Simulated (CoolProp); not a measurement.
Carbon dioxide at 293.15 K and 18.2 MPa is throttled through a valve to 5.92 MPa with no heat exchange. Each further row changes one setting.

The numbers come from the reference Helmholtz-energy equation of state, Span 1996 in CoolProp.

```
case                      temperature change (K)                       final phase  final density (kg/m³)
------------------------  ----------------------  --------------------------------  ---------------------
as stated                                   -5.9                            liquid                    846
outlet pressure 1.78 MPa                   -43.2  two-phase, vapour fraction 0.301                    140
outlet pressure 7.7 MPa                     -4.5                            liquid                    861
```
